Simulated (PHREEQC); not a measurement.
A solution holds 7.1 mmol/kgw MgCl2 and 56 mmol/kgw NH4HSO4, at 25 °C. Closed to the air; pH follows from the charge balance.

Equilibrium calculation in PHREEQC: ion-association model, phreeqc.dat.

Each row changes one thing in this solution. Precipitation was switched off in this run.

| case | pH | ionic strength (mol/kgw) | NH4+ (mol/kgw) | HSO4- (mol/kgw) | SO4-2 (mol/kgw) | NH4SO4- (mol/kgw) |
|---|---|---|---|---|---|---|
| as made | 1.60 | 0.117 | 0.0510 | 0.0254 | 0.0227 | 0.00499 |
| temperature from 25 to 90 °C | 1.84 | 0.0919 | 0.0535 | 0.0383 | 0.0113 | 0.00250 |
| 0.018 mol/kgw KOH added | 1.80 | 0.125 | 0.0503 | 0.0187 | 0.0272 | 0.00574 |
| MgCl2 replaced by PbCl2 at the same molality | 1.59 | 0.112 | 0.0512 | 0.0249 | 0.0216 | 0.00485 |
| diluted 5-fold with water | 2.15 | 0.0288 | 0.0107 | 0.00309 | 0.00713 | 0.000517 |

Species that the database lacks are ignored. Some of these states are supersaturated (in Anglesite, for instance). Away from 25 °C the constants follow the database's enthalpies or fits; those with neither stay at their 25 °C values.
